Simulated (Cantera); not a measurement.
Input: 1 mol Fe2O3, 1.2 mol CH4, 0.078 mol CO, equilibrated at 1623.15 K and 0.120 bar.

Method: chemical equilibrium by Gibbs-energy minimisation in Cantera with the NASA 1993 tables (ideal gas, pure condensed phases). Candidate condensed phases: C, C6H6, C7H8, C8H18, Fe, Fe(CO)5, FeO, Fe(OH)2, Fe(OH)3, Fe2O3, Fe3O4, H2O; 114 gas species. Mutual solubility and eutectic melting of coexisting phases are not modelled. The tables' stoichiometric FeO is somewhat more stable than real wüstite, so its field is too wide. FeO: taken at fixed stoichiometry. Rates play no part.

Base state: H2 0.445, CO 0.302, H2O 0.208, CO2 0.0454, H 0.000133, Fe 1.40e-5 (mole fractions); condensed: Fe(γ) + FeO(s).

What changes in the equilibrium state with this change: temperature from 1623.15 K to 1300 K?


| species | before | after |
|---|---|---|
| H2 | 0.445 | 0.491 |
| CO | 0.302 | 0.293 |
| H2O | 0.208 | 0.161 |
| CO2 | 0.0454 | 0.0545 |
| Fe | 1.40e-5 | 9.10e-9 |
| H | 0.000133 | 2.24e-6 |
| Fe(γ), mol | 1.13 | 0.993 |
| FeO(s), mol | 0.870 | 1.01 |

What changes in the equilibrium state with this change: temperature from 1623.15 K to 1150 K?


```tsv
species	before	after
H2	0.445	0.521
CO	0.302	0.287
H2O	0.208	0.131
CO2	0.0454	0.0607
Fe	1.40e-5	<1e-9
H	0.000133	1.56e-7
Fe(γ), mol	1.13	0
FeO(s), mol	0.870	1.09
Fe(α), mol	0	0.906
```
